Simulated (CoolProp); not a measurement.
Methane at 399.53 K and 0.322 MPa is throttled through a valve to 0.0939 MPa with no heat exchange. Each further row changes one setting.

The numbers come from the reference Helmholtz-energy equation of state, Setzmann 1991 in CoolProp.

```
case                        temperature change (K)  final density (kg/m³)
--------------------------  ----------------------  ---------------------
as stated                                     -0.5                  0.454
outlet pressure 0.0282 MPa                    -0.7                  0.136
outlet pressure 0.122 MPa                     -0.4                  0.590
```
